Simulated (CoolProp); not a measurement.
Vapour-liquid equilibrium of o-xylene (1) + n-undecane (2) at 252.55 °C; x and y are mole fractions of (1).

Values from CoolProp's multi-fluid Helmholtz-energy mixture model, Zhou 2012 and Aleksandrov 2011; pair parameters Bell 2016.

```tsv
x	bubble pressure, mixture model (MPa)	bubble pressure, Raoult's law (MPa)	y, mixture model	y, Raoult's law
0.05	0.3650	0.3704	0.100	0.124
0.125	0.4017	0.4137	0.234	0.278
0.2	0.4401	0.4570	0.350	0.402
0.275	0.4798	0.5003	0.452	0.505
0.35	0.5209	0.5436	0.540	0.592
0.425	0.5631	0.5869	0.618	0.665
0.5	0.6064	0.6302	0.687	0.729
0.575	0.6506	0.6735	0.748	0.784
0.65	0.6958	0.7167	0.803	0.833
0.725	0.7420	0.7600	0.853	0.876
0.8	0.7890	0.8033	0.898	0.915
0.875	0.8370	0.8466	0.939	0.950
0.95	0.8858	0.8899	0.977	0.981
```

The largest gap from Raoult's law is -4.2 % in bubble pressure, at x = 0.35. No azeotrope shows between x = 0.05 and 0.95.

The pair parameters rest on a limited set of measurements; away from them the model extrapolates.
